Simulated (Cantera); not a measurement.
Input (Python, Cantera) and output of one run.

```python
import numpy as np
import cantera as ct

gas_names = """
    CL CL2 H HCL H2 Si SiCL SiCL2 SiCL3 SiCL4 SiH SiHCL3 SiH2 SiH2CL2 SiH3 SiH3CL SiH4 Si2 Si3
""".split()
cond_names = """
    Si(cr) Si(L)
""".split()


# ... load() reads the species with a 1 bar reference pressure and builds the phases ...
atoms = {
    'SiH2Cl2': {'Si': 1, 'H': 2, 'CL': 2},
    'Cl2': {'CL': 2},
    'H2': {'H': 2},
}
top_T = {}  # K; cautious upper limits of use, not melting points


# ... equilibrate(T, P, feed) seeds the gas with the atoms and calls Mixture.equilibrate('TP', solver="vcs", rtol=1e-11, max_steps=5000) ...
results = []
feed = {'SiH2Cl2': 1, 'Cl2': 0.0061, 'H2': 110}  # mol
T = 1648  # K
P = 133.322  # Pa
mix = equilibrate(T, P, feed)
results.append((T, P, feed, dict(zip(mix.species_names, mix.species_moles))))
print(gas.report(threshold=0.0001))
for i in range(1, mix.n_phases):
    print(f"{mix.phase(i).name:16s} {mix.phase_moles(i):12.5e} mol")
```

Result:

```
       temperature   1648 K
          pressure   133.32 Pa
           density   2.592e-05 kg/m^3
  mean mol. weight   2.6639 kg/kmol
   phase of matter   gas

                          1 kg             1 kmol
                     ---------------   ---------------
          enthalpy        1.5084e+07        4.0181e+07  J
   internal energy          9.94e+06        2.6479e+07  J
           entropy             89700        2.3895e+05  J/K
    Gibbs function       -1.3274e+08       -3.5361e+08  J
 heat capacity c_p             12371             32955  J/K
 heat capacity c_v            9249.6             24640  J/K

                      mass frac. Y      mole frac. X     chem. pot. / RT
                     ---------------   ---------------   ---------------
                 H        0.00091374         0.0024148           -12.761
               HCL           0.21926          0.016021           -43.182
                H2           0.74192           0.98036           -25.521
                Si         0.0020369         0.0001932           -4.8225
             SiCL2          0.034549         0.0009298           -65.665
     [  +14 minor]         0.0013252        7.9943e-05

Si(cr)            8.68434e-01 mol
```

Method: chemical equilibrium by Gibbs-energy minimisation in Cantera with the NASA 1993 tables (ideal gas, pure condensed phases). The tables' values for SiCl are old estimates; treat these amounts as uncertain.
